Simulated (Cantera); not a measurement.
Input: 1 mol AlN, 0.37 mol N2, equilibrated at 1 atm.

Method: chemical equilibrium by Gibbs-energy minimisation in Cantera with the NASA 1993 tables (ideal gas, pure condensed phases). Candidate condensed phases: Al, AlN; 5 gas species. Kinetics and transport are ignored.

### Question
What share of the Al ends up in condensed phases as a function of T (K), at 2425, 2450, 2475, 2500, 2525, 2550, 2575, 2600, 2625, 2650, 2675, 2700, 2725?

### Answer
```
T (K)  Al condensed (%)      as
-----  ----------------  ------
2425               99.4  AlN(s)
2450               99.2  AlN(s)
2475               98.9  AlN(s)
2500               98.5  AlN(s)
2525               97.9  AlN(s)
2550               97.0  AlN(s)
2575               95.8  AlN(s)
2600               94.0  AlN(s)
2625               91.0  AlN(s)
2650               85.9  AlN(s)
2675               74.5  AlN(s)
2700               18.5  AlN(s)
2725                0.0       -
```
